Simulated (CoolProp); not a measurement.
Ammonia along the isotherm 725 K: density (kg/m³) from the reference equation and from simpler models built on Tc = 405.6 K, pc = 11.36 MPa, ω = 0.256; each cubic takes its own stable root.

Computed with CoolProp (reference Helmholtz-energy equation of state, Gao 2020).

| p (MPa) | phase | reference | van der Waals | Redlich-Kwong | Soave-Redlich-Kwong |
|---|---|---|---|---|---|
| 6.25 | gas | 17.99 | 18.27 | 18.15 | 17.81 |
| 12.5 | supercritical | 36.60 | 37.80 | 37.18 | 35.80 |
| 18.8 | supercritical | 55.87 | 58.67 | 57.08 | 53.93 |
| 25 | supercritical | 75.20 | 80.08 | 77.06 | [?] |
| 31.2 | supercritical | 94.73 | 101.8 | 97.09 | 88.86 |
| 37.5 | supercritical | 114.6 | 123.2 | [?] | 105.9 |
| 43.8 | supercritical | 134.2 | 143.2 | 136.5 | 122.3 |
| 50 | supercritical | 153.2 | [?] | 154.6 | 137.8 |
| 56.2 | supercritical | 171.7 | 176.6 | 171.7 | [?] |
| 62.5 | supercritical | [?] | 190.7 | 187.9 | 166.7 |
| 68.8 | supercritical | 207.0 | 203.0 | 203.0 | [?] |
| 75 | supercritical | 223.1 | 213.6 | 216.8 | 192.7 |
| 81.2 | supercritical | 238.3 | 223.2 | 229.6 | 204.5 |
| 87.5 | supercritical | 252.8 | 231.8 | 241.7 | 215.9 |
| 93.8 | supercritical | 266.4 | 239.6 | 253.0 | 226.7 |
| 100 | supercritical | 279.0 | 246.5 | 263.4 | 236.7 |

Q: Some entries are withheld; supply them.

A: 
- 25, Soave-Redlich-Kwong: 71.57
- 37.5, Redlich-Kwong: 117.1
- 50, van der Waals: 160.9
- 56.2, Soave-Redlich-Kwong: 152.5
- 62.5, reference: 189.8
- 68.8, Soave-Redlich-Kwong: 180.1
